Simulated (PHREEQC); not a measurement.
## Brine (model solution)

Make-up at 65 °C: 0.82 mol MgSO4 and 2.4 mol NaCl per kg of water. Closed to the air; pH follows from the charge balance.

All values are PHREEQC results (Pitzer model, pitzer.dat), not measurements.

The ionic strength is 5.68 mol/kgw and the activity of water is 0.887. The density is 1.149 g/cm³ and the osmotic coefficient is 1.031.

```csv
species,molality,activity,log γ
Cl-,2.40,1.50,-0.205
Na+,2.40,2.13,-0.051
Mg+2,0.820,0.264,-0.493
SO4-2,0.820,0.00982,-1.922
MgOH+,1.02e-5,4.57e-6,-0.349
HSO4-,9.28e-6,5.26e-6,-0.247
H+,1.22e-6,1.73e-6,0.149
OH-,3.02e-7,6.46e-8,-0.670
```

No solid was allowed to form. Complexes and solids missing from the database can't appear. At this temperature some constants are extrapolated from 25 °C, and those without enthalpy data are left unchanged.
